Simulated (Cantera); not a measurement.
**Low-pressure radical oxidation in H2/O2**

An isothermal, constant-pressure homogeneous reactor starts with 21.3 % H2, 78.7 % O2, equivalence ratio 0.14, at 975 K and 0.0133 bar.

Cantera simulation using GRI-Mech 3.0 (53 species, 325 reactions); the numbers are that mechanism's predictions, not measurements. Radical loss at walls, strong at low pressure, is not modelled. The temperature is held fixed by assumption; the heat of reaction is taken as removed at once.

```
t (s)         x H2   x O2       x O    x H2O2     x HO2      x OH
--------  --------  -----  --------  --------  --------  --------
0.000800     0.213  0.787   2.20e-9    <1e-12  7.39e-10  8.25e-10
0.00211      0.213  0.787   1.34e-6  2.29e-11   6.26e-8   4.98e-7
0.00558     0.0236  0.711    0.0310   3.88e-7   1.56e-5   0.00558
0.0147     0.00295  0.753   0.00719   5.48e-7   1.75e-5   0.00205
0.0389    0.000296  0.761  0.000609   4.36e-7   7.87e-6  0.000465
0.103      3.54e-5  0.762   6.86e-5   2.29e-7   1.98e-6  0.000153
0.271      4.70e-6  0.762   1.13e-5   1.01e-7   4.32e-7   6.32e-5
0.717      7.22e-7  0.762   2.52e-6   4.38e-8   1.06e-7   2.99e-5
1.89       1.51e-7  0.762   6.91e-7   1.93e-8   3.08e-8   1.56e-5
5.00       4.15e-8  0.762   2.16e-7   8.53e-9   1.00e-8   8.72e-6
```
x: mole fraction; the columns are a selection and need not sum to one.

Equilibrium at this temperature and pressure: H2 9.67e-11, O2 0.762, O 5.49e-10, H2O2 4.86e-11, HO2 8.51e-10, OH 4.38e-7 (gas phase only).
